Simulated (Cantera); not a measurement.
Cantera run:

```python
import numpy as np
import cantera as ct

gas_names = """
    H HNO HNO2 HNO3 HO2 H2 H2O H2O2 N NH NH2 NH3 NH2OH NO NO2 NO3 N2 N2H2 N2H4 N2O O OH O2 O3 Zr ZrN ZrO
    ZrO2
""".split()
cond_names = """
    H2O(s) H2O(L) Zr(a) Zr(b) Zr(L) ZrN(s) ZrN(L) ZrO2(a) ZrO2(b) ZrO2(L)
""".split()


# ... load() reads the species with a 1 bar reference pressure and builds the phases ...
atoms = {
    'ZrO2': {'Zr': 1, 'O': 2},
    'H2': {'H': 2},
    'N2': {'N': 2},
}
top_T = {}  # K; cautious upper limits of use, not melting points


# ... equilibrate(T, P, feed) seeds the gas with the atoms and calls Mixture.equilibrate('TP', solver="vcs", rtol=1e-11, max_steps=5000) ...
results = []
feed = {'ZrO2': 1, 'H2': 0.61, 'N2': 1.9}  # mol
P = 830000  # Pa
for T in [1300, 1375, 1450, 1525, 1600, 1675, 1750, 1825, 1900, 1975, 2050, 2125, 2200]:
    mix = equilibrate(T, P, feed)
    results.append((T, P, feed, dict(zip(mix.species_names, mix.species_moles))))
    x = sorted(zip(gas.X, gas.species_names), reverse=True)
    print(f"T = {T:g} K  P = {P:g} Pa  gas = {mix.phase_moles(0):.4g} mol")
    print("   x: " + "  ".join(f"{s} {v:.3e}" for v, s in x if v > 1e-06))
    print("   condensed (mol): " + ("  ".join(f"{mix.phase(i).name} {mix.phase_moles(i):.4g}"
          for i in range(1, mix.n_phases) if mix.phase_moles(i) > 1e-12) or "none"))
```

Result:

```
T = 1300 K  P = 830000 Pa  gas = 2.51 mol
   x: N2 7.570e-01  H2 2.429e-01  NH3 1.072e-04  H2O 2.651e-06
   condensed (mol): ZrN(s) 3.327e-06  ZrO2(a) 1
T = 1375 K  P = 830000 Pa  gas = 2.51 mol
   x: N2 7.570e-01  H2 2.429e-01  NH3 8.075e-05  H2O 4.721e-06
   condensed (mol): ZrN(s) 5.924e-06  ZrO2(a) 1
T = 1450 K  P = 830000 Pa  gas = 2.51 mol
   x: N2 7.570e-01  H2 2.429e-01  NH3 6.259e-05  H2O 7.901e-06  H 1.618e-06
   condensed (mol): ZrN(s) 9.915e-06  ZrO2(a) 1
T = 1525 K  P = 830000 Pa  gas = 2.51 mol
   x: N2 7.570e-01  H2 2.430e-01  NH3 4.973e-05  H2O 1.246e-05  H 4.047e-06
   condensed (mol): ZrN(s) 1.563e-05  ZrO2(b) 1
T = 1600 K  P = 830000 Pa  gas = 2.51 mol
   x: N2 7.570e-01  H2 2.430e-01  NH3 4.038e-05  H2O 1.873e-05  H 9.302e-06
   condensed (mol): ZrN(s) 2.35e-05  ZrO2(b) 1
T = 1675 K  P = 830000 Pa  gas = 2.51 mol
   x: N2 7.570e-01  H2 2.429e-01  NH3 3.340e-05  H2O 2.713e-05  H 1.986e-05
   condensed (mol): ZrN(s) 3.404e-05  ZrO2(b) 1
T = 1750 K  P = 830000 Pa  gas = 2.51 mol
   x: N2 7.570e-01  H2 2.429e-01  H 3.979e-05  H2O 3.806e-05  NH3 2.809e-05
   condensed (mol): ZrN(s) 4.776e-05  ZrO2(b) 1
T = 1825 K  P = 830000 Pa  gas = 2.51 mol
   x: N2 7.569e-01  H2 2.429e-01  H 7.534e-05  H2O 5.192e-05  NH3 2.397e-05
   condensed (mol): ZrN(s) 6.516e-05  ZrO2(b) 0.9999
T = 1900 K  P = 830000 Pa  gas = 2.51 mol
   x: N2 7.569e-01  H2 2.429e-01  H 1.357e-04  H2O 6.911e-05  NH3 2.071e-05
   condensed (mol): ZrN(s) 8.674e-05  ZrO2(b) 0.9999
T = 1975 K  P = 830000 Pa  gas = 2.51 mol
   x: N2 7.569e-01  H2 2.428e-01  H 2.340e-04  H2O 9.001e-05  NH3 1.810e-05
   condensed (mol): ZrN(s) 0.000113  ZrO2(b) 0.9999
T = 2050 K  P = 830000 Pa  gas = 2.51 mol
   x: N2 7.568e-01  H2 2.427e-01  H 3.879e-04  H2O 1.150e-04  NH3 1.598e-05
   condensed (mol): ZrN(s) 0.0001444  ZrO2(b) 0.9999
T = 2125 K  P = 830000 Pa  gas = 2.511 mol
   x: N2 7.567e-01  H2 2.425e-01  H 6.207e-04  H2O 1.444e-04  NH3 1.424e-05
   condensed (mol): ZrN(s) 0.0001813  ZrO2(b) 0.9998
T = 2200 K  P = 830000 Pa  gas = 2.511 mol
   x: N2 7.566e-01  H2 2.422e-01  H 9.622e-04  H2O 1.785e-04  NH3 1.278e-05
   condensed (mol): ZrN(s) 0.0002242  ZrO2(b) 0.9998
```

Equilibrium computed with Cantera from the NASA thermochemical tables; the gas is ideal and each condensed phase is pure. Mutual solubility and eutectic melting of coexisting phases are not modelled. ZrN: taken at fixed stoichiometry. Condensed phases not in the tables: solid solutions among these carbides, nitrides and lower oxides.
